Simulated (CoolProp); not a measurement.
R1233zd(E) along the isotherm 98.25 °C: Z from the reference equation and from simpler models built on Tc = 165.7 °C, pc = 35.83 bar, ω = 0.304; each cubic takes its own stable root.

Computed with CoolProp (reference Helmholtz-energy equation of state, Akasaka 2022).

```csv
p (bar),phase,reference,van der Waals,Soave-Redlich-Kwong
25.6,liquid,0.1012,0.1693,0.1154
51.2,liquid,0.1988,0.3188,0.2237
76.8,liquid,0.2939,0.4603,0.3274
102,liquid,0.3854,0.5946,0.4261
128,liquid,0.4781,0.7296,0.5253
154,liquid,0.5692,0.8616,0.6222
179,liquid,0.6557,0.9864,0.7138
205,liquid,0.7444,1.114,0.8075
230,liquid,0.8287,1.236,0.8963
256,liquid,0.9155,1.361,0.9876
282,liquid,1.001,1.485,1.078
307,liquid,1.083,1.603,1.164
333,liquid,1.168,1.725,1.252
358,liquid,1.248,1.841,1.337
```
